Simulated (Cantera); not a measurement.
Feed: 1 mol n-butane, 0.02 mol O₂, 5.2 mol N₂, equilibrated at 10.0 mbar.

Cantera equilibrium calculation (NASA polynomials, part measured and part estimated; ideal gas, pure solids and liquids). Candidate condensed phases: C, C₆H₆, C₇H₈, C₈H₁₈, H₂O; 136 gas species. Rates play no part. All values below are at 2477 °C.

Base state: N₂ 0.400, H 0.320, H₂ 0.219, HCN 0.0370, C₂H₂ (acetylene) 0.00617, HNC 0.00563, CN 0.00430, CO 0.00326 (mole fractions); condensed: C(graphite).

Problem. What changes in the equilibrium state with this change: n-butane replaced by CO?

Solution. 
```csv
species,before,after
N₂,0.400,0.834
CO,0.00326,0.159
O,<1e-9,0.00426
H,0.320,0
H₂,0.219,0
HCN,0.0370,0
C₂H₂ (acetylene),0.00617,0
HNC,0.00563,0
"C(graphite), mol",3.13,0
```
